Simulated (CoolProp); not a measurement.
Properties of p-xylene along the isobar 5.12 MPa.

Values from CoolProp's reference Helmholtz-energy equation of state, Zhou 2012.

```json
[
 {"T (°C)": "227.25", "phase": "liquid", "Z": "0.1952", "speed of sound (m/s)": "622.8", "expansivity (1/kK)": "1.737", "conductivity (mW/(m K))": "88.1", "Prandtl number": "3.58", "fugacity coefficient": "0.1347"},
 {"T (°C)": "238.15", "phase": "liquid", "Z": "0.1948", "speed of sound (m/s)": "588.5", "expansivity (1/kK)": "1.844", "conductivity (mW/(m K))": "86.8", "Prandtl number": "3.45", "fugacity coefficient": "0.1580"},
 {"T (°C)": "248.95", "phase": "liquid", "Z": "0.1948", "speed of sound (m/s)": "554.6", "expansivity (1/kK)": "1.968", "conductivity (mW/(m K))": "85.6", "Prandtl number": "3.33", "fugacity coefficient": "0.1832"},
 {"T (°C)": "259.85", "phase": "liquid", "Z": "0.1951", "speed of sound (m/s)": "520.3", "expansivity (1/kK)": "2.117", "conductivity (mW/(m K))": "84.6", "Prandtl number": "3.21", "fugacity coefficient": "0.2108"},
 {"T (°C)": "270.75", "phase": "liquid", "Z": "0.1958", "speed of sound (m/s)": "485.8", "expansivity (1/kK)": "2.296", "conductivity (mW/(m K))": "83.6", "Prandtl number": "3.11", "fugacity coefficient": "0.2405"},
 {"T (°C)": "281.65", "phase": "liquid", "Z": "0.1970", "speed of sound (m/s)": "450.9", "expansivity (1/kK)": "2.518", "conductivity (mW/(m K))": "82.7", "Prandtl number": "3.01", "fugacity coefficient": "0.2721"},
 {"T (°C)": "292.45", "phase": "liquid", "Z": "0.1989", "speed of sound (m/s)": "415.7", "expansivity (1/kK)": "2.797", "conductivity (mW/(m K))": "81.8", "Prandtl number": "2.93", "fugacity coefficient": "0.3053"},
 {"T (°C)": "303.35", "phase": "liquid", "Z": "0.2016", "speed of sound (m/s)": "379.3", "expansivity (1/kK)": "3.166", "conductivity (mW/(m K))": "81.1", "Prandtl number": "2.87", "fugacity coefficient": "0.3403"},
 {"T (°C)": "314.25", "phase": "liquid", "Z": "0.2053", "speed of sound (m/s)": "341.7", "expansivity (1/kK)": "3.672", "conductivity (mW/(m K))": "80.4", "Prandtl number": "2.82", "fugacity coefficient": "0.3766"},
 {"T (°C)": "325.15", "phase": "liquid", "Z": "0.2106", "speed of sound (m/s)": "302.4", "expansivity (1/kK)": "4.405", "conductivity (mW/(m K))": "79.7", "Prandtl number": "2.78", "fugacity coefficient": "0.4138"},
 {"T (°C)": "335.95", "phase": "liquid", "Z": "0.2181", "speed of sound (m/s)": "261.5", "expansivity (1/kK)": "5.534", "conductivity (mW/(m K))": "79.0", "Prandtl number": "2.77", "fugacity coefficient": "0.4513"},
 {"T (°C)": "346.85", "phase": "supercritical", "Z": "0.2298", "speed of sound (m/s)": "218.4", "expansivity (1/kK)": "7.475", "conductivity (mW/(m K))": "78.4", "Prandtl number": "2.76", "fugacity coefficient": "0.4892"}
]
```

Viscosity comes from a separate model (Balogun 2015). Thermal conductivity comes from a separate model (Mylona 2014).
